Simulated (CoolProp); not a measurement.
A single-stage vapour-compression cycle with R125: evaporating at 206.15 K (dew point), condensing at 259.15 K (bubble point), superheat 2 K, subcooling 2 K, compressor efficiency 0.85, no pressure losses. Each further row changes one setting.

Computed with CoolProp (reference Helmholtz-energy equation of state, Lemmon 2005).

```tsv
case	cooling COP	pressure ratio	discharge temperature (K)	refrigerating effect (kJ/kg)	volumetric capacity (kJ/m³)
as stated	2.59	11.6	280.0	117	301
evaporating temperature 211.15 K	3.01	8.65	277.0	120	406
condensing temperature 254.15 K	2.96	9.68	274.3	123	316
subcooling 7 K	2.72	11.6	280.0	123	316
superheat 12 K	2.60	11.6	290.8	124	302
compressor efficiency 0.75	2.28	11.6	287.4	117	301
```
